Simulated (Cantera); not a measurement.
**Si2Cl6 + HCl + H2 (silicon epitaxy and polysilicon growth)**

Feed: 1 mol Si2Cl6, 1.6 mol HCl, 140 mol H2, held at 875 K and 975 Torr.

Cantera equilibrium calculation (NASA polynomials, part measured and part estimated; ideal gas, pure solids and liquids). Candidate condensed phases: Si; 19 gas species. The feed counts by its element totals alone. The tables' values for SiCl3 are old estimates; treat these amounts as uncertain. The numbers say what is thermodynamically allowed, not how fast it happens.

```yaml
x(H2): 0.983
x(SiCl4): 0.00827
x(SiHCl3): 0.00541
x(HCl): 0.00329
x(SiH2Cl2): 0.000324
x(SiCl3): 1.32e-5
x(SiH3Cl): 4.67e-6
x(SiCl2): 1.22e-6
gas_amount: 142.6 mol
log10 activity of Si(s) (absent): -1.06
```
